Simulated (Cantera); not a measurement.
## Thermodynamics of fluorocarbon and chlorocarbon gases, feed CHF₃ + F₂ + H₂

Input: 1 mol CHF₃, 2 mol F₂, a varied amount of H₂, equilibrated at 2148 K and 750 Torr.

Method: chemical equilibrium by Gibbs-energy minimisation in Cantera with the NASA 1993 tables (ideal gas, pure condensed phases). Candidate condensed phases: C, C₆H₆, C₇H₈, C₈H₁₈; 95 gas species. Gases not in the tables: C₂F₆ and larger saturated fluorocarbons. Equilibrium is a limit: real reactors are often held back by kinetics, nucleation or transport.

```tsv
n(H₂) (mol)	x HF	x H₂	x F	x CF₄	x CF₂	x H	n C(graphite)
0.087	0.294	3.73e-12	0.456	0.250	7.40e-7	8.05e-9	0
0.19	0.345	6.55e-12	0.404	0.250	9.40e-7	1.07e-8	0
0.42	0.460	2.27e-11	0.290	0.250	1.83e-6	1.99e-8	0
0.93	0.715	3.66e-9	0.0354	0.250	0.000122	2.52e-7	0
2.1	0.914	1.57e-6	0.00219	0.0731	0.00941	5.23e-6	0.525
4.5	0.823	0.175	5.90e-6	3.88e-12	6.85e-8	0.00174	0.994
10	0.499	0.497	2.12e-6	<1e-12	8.90e-9	0.00294	0.972
```
x: gas mole fraction; n: condensed amount in mol.

From 0.087 mol H₂ to 0.93 mol H₂ nothing is condensed. From 2.1 mol H₂ to 10 mol H₂ the condensed part is C(graphite). The main C-bearing gas is CF₄ at 0.087 mol H₂ and C₂H₂ (acetylene) at 10 mol H₂.
